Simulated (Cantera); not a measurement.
Thermodynamics of tantalum, niobium, vanadium and zirconium in process gases, feed Ta + H2O

A closed system holds: 1 mol Ta, 0.12 mol H2O, held at 0.160 Pa.

Method: chemical equilibrium by Gibbs-energy minimisation in Cantera with the NASA 1993 tables (ideal gas, pure condensed phases). Candidate condensed phases: H2O, Ta, Ta2O5; 12 gas species. Mutual solubility and eutectic melting of coexisting phases are not modelled. Condensed phases not in the tables: N, O or C dissolved in the metal. The numbers say what is thermodynamically allowed, not how fast it happens.

From 1600 K to 1900 K the condensed part is Ta(s) + Ta2O5(s). From 1950 K to 2100 K the condensed part is Ta(s). The main Ta-bearing gas is TaO2 throughout.

```json
[
 {"T (K)": "1600", "x H2": "0.958", "x H": "0.0421", "x TaO2": "0.000101", "x TaO": "2.09e-5", "x H2O": "0.000191", "n Ta(s)": "0.952", "n Ta2O5(s)": "0.0240"},
 {"T (K)": "1650", "x H2": "0.930", "x H": "0.0693", "x TaO2": "0.000385", "x TaO": "7.84e-5", "x H2O": "0.000260", "n Ta(s)": "0.952", "n Ta2O5(s)": "0.0240"},
 {"T (K)": "1700", "x H2": "0.888", "x H": "0.110", "x TaO2": "0.00136", "x TaO": "0.000272", "x H2O": "0.000342", "n Ta(s)": "0.952", "n Ta2O5(s)": "0.0239"},
 {"T (K)": "1750", "x H2": "0.827", "x H": "0.167", "x TaO2": "0.00443", "x TaO": "0.000880", "x H2O": "0.000430", "n Ta(s)": "0.952", "n Ta2O5(s)": "0.0237"},
 {"T (K)": "1800", "x H2": "0.740", "x H": "0.243", "x TaO2": "0.0135", "x TaO": "0.00266", "x H2O": "0.000509", "n Ta(s)": "0.951", "n Ta2O5(s)": "0.0232"},
 {"T (K)": "1850", "x H2": "0.618", "x H": "0.335", "x TaO2": "0.0388", "x TaO": "0.00755", "x H2O": "0.000555", "n Ta(s)": "0.950", "n Ta2O5(s)": "0.0214"},
 {"T (K)": "1900", "x H2": "0.452", "x H": "0.422", "x TaO2": "0.105", "x TaO": "0.0203", "x H2O": "0.000522", "n Ta(s)": "0.946", "n Ta2O5(s)": "0.0157"},
 {"T (K)": "1950", "x H2": "0.263", "x H": "0.465", "x TaO2": "0.224", "x TaO": "0.0472", "x H2O": "0.000351", "n Ta(s)": "0.934", "n Ta2O5(s)": "0"},
 {"T (K)": "2000", "x H2": "0.184", "x H": "0.552", "x TaO2": "0.196", "x TaO": "0.0686", "x H2O": "0.000184", "n Ta(s)": "0.931", "n Ta2O5(s)": "0"},
 {"T (K)": "2050", "x H2": "0.119", "x H": "0.619", "x TaO2": "0.166", "x TaO": "0.0962", "x H2O": "8.86e-5", "n Ta(s)": "0.927", "n Ta2O5(s)": "0"},
 {"T (K)": "2100", "x H2": "0.0721", "x H": "0.661", "x TaO2": "0.136", "x TaO": "0.130", "x H2O": "3.98e-5", "n Ta(s)": "0.921", "n Ta2O5(s)": "0"}
]
```
x: gas mole fraction; n: condensed amount in mol.
